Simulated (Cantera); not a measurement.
Charge: 1 mol (CH₃)₂SiCl₂, 0.074 mol HCl, 220 mol H₂, held at 58.0 mbar.

Method: chemical equilibrium by Gibbs-energy minimisation in Cantera with the NASA 1993 tables (ideal gas, pure condensed phases). Candidate condensed phases: C, C₆H₆, C₇H₈, C₈H₁₈, Si, SiC; 109 gas species. The feed counts by its element totals alone. Gases not in the tables: Si₂H₆ and higher silanes. Equilibrium is a limit: real reactors are often held back by kinetics, nucleation or transport.

Question: Which condensed phases are stable at each of these points (T (K)): 1673, 1773, 1873, 1973, 2073, 2173, 2273, 2373, 2473, 2573?

Answer: 
```
T (K)      condensed phases  Si condensed (%)
-----  --------------------  ----------------
1673   C(graphite) + SiC(s)              99.9
1773   C(graphite) + SiC(s)              99.8
1873   C(graphite) + SiC(s)              99.6
1973   C(graphite) + SiC(s)              98.9
2073   C(graphite) + SiC(s)              95.8
2173   C(graphite) + SiC(s)              84.5
2273                 SiC(s)              42.1
2373               gas only               0.0
2473               gas only               0.0
2573               gas only               0.0
```

From 1673 K to 2173 K the condensed part is C(graphite) + SiC(s). At 2273 K the condensed part is SiC(s). From 2373 K to 2573 K nothing is condensed.
